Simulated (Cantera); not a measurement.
Input: 1 mol C₃H₈, 0.28 mol H₂O, 2.7 mol N₂, held at 1 atm.

Equilibrium computed with Cantera from the NASA thermochemical tables; the gas is ideal and each condensed phase is pure. Candidate condensed phases: C, C₆H₆, C₇H₈, C₈H₁₈, H₂O; 136 gas species. The numbers say what is thermodynamically allowed, not how fast it happens.

Q: At 1352 °C, list the 4 most abundant gas species with their mole fractions, and the condensed phases.

A: H₂ 0.588, N₂ 0.372, CO 0.0386, HCN 0.00111. Condensed: C(graphite).
